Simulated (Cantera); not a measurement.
A closed system holds: 1 mol Si2Cl6, 0.0046 mol Cl2, 58 mol H2, at 1423.15 K and 13.3 mbar.

These are equilibrium values from Cantera (NASA tables, ideal gas, pure condensed phases), not measurements of a reactor. Candidate condensed phases: Si; 19 gas species. The feed counts by its element totals alone. The tables' values for SiCl3 are old estimates; treat these amounts as uncertain. Rates play no part.

Base state: H2 0.918, HCl 0.0670, SiCl2 0.0148, SiCl3 0.000501, SiHCl3 7.14e-5, SiCl4 6.72e-5, H 5.52e-5, SiH2Cl2 1.16e-5 (mole fractions); condensed: Si(s).

Question: What changes in the equilibrium state with this change: Si2Cl6 replaced by SiHCl3?

Answer: 
```tsv
species	before	after
H2	0.918	0.955
HCl	0.0670	0.0398
SiCl2	0.0148	0.00499
SiCl4	6.72e-5	7.70e-6
SiCl3	0.000501	9.86e-5
Si(s), mol	1.06	0.693
```

Question: What changes in the equilibrium state with this change: H2 from 58 to 28 mol?

Answer: 
```json
[
 {"species": "H2", "before": "0.918", "after": "0.852"},
 {"species": "HCl", "before": "0.0670", "after": "0.106"},
 {"species": "SiCl2", "before": "0.0148", "after": "0.0395"},
 {"species": "SiCl4", "before": "6.72e-5", "after": "0.000482"},
 {"species": "SiCl3", "before": "0.000501", "after": "0.00219"},
 {"species": "SiHCl3", "before": "7.14e-5", "after": "0.000302"},
 {"species": "SiH2Cl2", "before": "1.16e-5", "after": "2.88e-5"},
 {"species": "Si(s), mol", "before": "1.06", "after": "0.684"}
]
```
